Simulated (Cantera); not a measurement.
A closed system holds: 1 mol N₂O, 0.19 mol H₂, at 3375 K and 150000 Pa.

Cantera equilibrium calculation (NASA polynomials, part measured and part estimated; ideal gas, pure solids and liquids). Candidate condensed phases: H₂O; 24 gas species. The numbers say what is thermodynamically allowed, not how fast it happens.

Base state: N₂ 0.535, O₂ 0.148, O 0.112, OH 0.0594, NO 0.0494, H₂O 0.0435, H 0.0406, H₂ 0.0127 (mole fractions); condensed: gas only.

Problem. What changes in the equilibrium state with this change: H₂ from 0.19 to 0.078 mol?

Solution. 
```
species   before    after
-------  -------  -------
N₂         0.535    0.564
O₂         0.148    0.181
O          0.112    0.124
H₂O       0.0435   0.0139
H₂        0.0127  0.00367
H         0.0406   0.0218
OH        0.0594   0.0354
NO        0.0494   0.0562
HO₂      4.37e-5  2.88e-5
NO₂      2.34e-5  2.95e-5
```
